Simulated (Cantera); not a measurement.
Cantera run:

```python
import numpy as np
import cantera as ct

gas_names = [...]  # 95 gases of nasa_gas.yaml made of C, F, H
cond_names = """
    C(gr) C6H6(L) C7H8(L) C8H18(L),n-octa
""".split()


# ... load() reads the species with a 1 bar reference pressure and builds the phases ...
atoms = {
    'CHF3': {'C': 1, 'H': 1, 'F': 3},
}
top_T = {'C(gr)': 4500}  # K; cautious upper limits of use, not melting points


# ... equilibrate(T, P, feed) seeds the gas with the atoms and calls Mixture.equilibrate('TP', solver="vcs", rtol=1e-11, max_steps=5000) ...
results = []
feed = {'CHF3': 1}  # mol
P = 13332.2  # Pa
for T in [2525, 2625, 2725, 2825, 2925, 3025, 3125, 3225, 3325]:
    mix = equilibrate(T, P, feed)
    results.append((T, P, feed, dict(zip(mix.species_names, mix.species_moles))))

top = {s: max(r[3][s] / sum(r[3][g] for g in gas_names) for r in results) for s in gas_names}
cols = sorted((s for s in top if top[s] > 0.001), key=lambda s: -top[s])[:6]
seen = [c for c in cond_names if any(r[3].get(c, 0) > 1e-12 for r in results)]
print("log10 of partial pressures in bar; condensed amounts in mol")
print(f"{'T/K':>10s}" + "".join(f"{s[:9]:>10s}" for s in cols + seen))
for T, P, feed, n in results:
    ng = sum(n[g] for g in gas_names)
    print(f"{T:10.4g}" + "".join(f"{np.log10(max(n[s] / ng * P / 1e5, 1e-99)):10.3f}" for s in cols)
          + "".join(f"{n.get(c, 0):10.4g}" for c in seen))
```

It prints:

```
log10 of partial pressures in bar; condensed amounts in mol
       T/K        HF         F       CF2        CF       CF4        C3     C(gr)
      2525    -1.172    -1.721    -1.462    -3.174    -1.987    -6.136    0.3007
      2625    -1.208    -1.563    -1.432    -2.890    -2.353    -5.500    0.2913
      2725    -1.236    -1.444    -1.461    -2.656    -2.805    -4.913    0.3238
      2825    -1.260    -1.354    -1.530    -2.459    -3.308    -4.368    0.3803
      2925    -1.280    -1.287    -1.629    -2.293    -3.844    -3.862     0.438
      3025    -1.300    -1.240    -1.751    -2.154    -4.404    -3.391    0.4751
      3125    -1.320    -1.209    -1.895    -2.038    -4.985    -2.951    0.4615
      3225    -1.344    -1.196    -2.060    -1.946    -5.592    -2.540    0.3396
      3325    -1.378    -1.201    -2.256    -1.881    -6.236    -2.170         0
```

Equilibrium computed with Cantera from the NASA thermochemical tables; the gas is ideal and each condensed phase is pure. The tables' values for C2F4 are old estimates; treat these amounts as uncertain. Gases not in the tables: C2F6 and larger saturated fluorocarbons.
